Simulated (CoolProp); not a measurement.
Vapour-liquid equilibrium of n-hexane (1) + benzene (2) at 1.25 MPa; x and y are mole fractions of (1).

The numbers come from the multi-fluid Helmholtz-energy mixture model, Thol 2019 and Thol 2012; pair parameters Bell 2016 in CoolProp.

```
x     bubble temperature, mixture model (°C)  bubble temperature, Raoult's law (°C)  y, mixture model  y, Raoult's law
----  --------------------------------------  -------------------------------------  ----------------  ---------------
0.05                                   189.5                                  190.7             0.073            0.062
0.15                                   186.3                                  189.2             0.199            0.182
0.25                                   183.9                                  187.7             0.307            0.296
0.35                                   182.0                                  186.2             0.404            0.405
0.45                                   180.5                                  184.8             0.495            0.508
0.55                                   179.4                                  183.5             0.583            0.607
0.65                                   178.5                                  182.1             0.671            0.702
0.75                                   178.0                                  180.8             0.760            0.792
0.85                                   177.7                                  179.5             0.853            0.878
0.95                                   177.6                                  178.3             0.950            0.960
```

The largest gap from Raoult's law is -4.3 K in bubble temperature, at x = 0.45. y crosses x between x = 0.85 and 0.95: the model has an azeotrope there.

Pair parameters are fitted to limited data, so mixtures are less certain than the pure fluids.
